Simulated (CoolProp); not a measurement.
R507A at several states: fugacity coefficient from the reference equation and from simpler models built on Tc = 70.6 °C, pc = 3.705 MPa, ω = 0.286; each cubic takes its own stable root.

Computed with CoolProp (reference Helmholtz-energy equation of state, Lemmon 2003). It is a pseudo-pure fit of the blend.

| T (°C) | p (MPa) | phase | reference |
|---|---|---|---|
| 21.05 | 0.025 | gas | 0.9958 |
| -20.65 | 2.94 | liquid | 0.1050 |
| 217.05 | 1.78 | gas | 0.9547 |
| 26.25 | 0.274 | gas | 0.9566 |
| -45.65 | 0.0389 | gas | 0.9825 |
| 58.95 | 0.341 | gas | 0.9626 |

### Question
How far does each simpler model (Redlich-Kwong, Soave-Redlich-Kwong, Peng-Robinson) lie from the reference over these 6 states: mean and median of the absolute difference, and the worst?

### Answer
- Redlich-Kwong: mean 9.8 %, median 0.6 %, worst +56.0 % at -20.65 °C and 2.94 MPa
- Soave-Redlich-Kwong: mean 1.0 %, median 0.5 %, worst +3.7 % at -20.65 °C and 2.94 MPa
- Peng-Robinson: mean 0.4 %, median 0.2 %, worst +1.1 % at -20.65 °C and 2.94 MPa
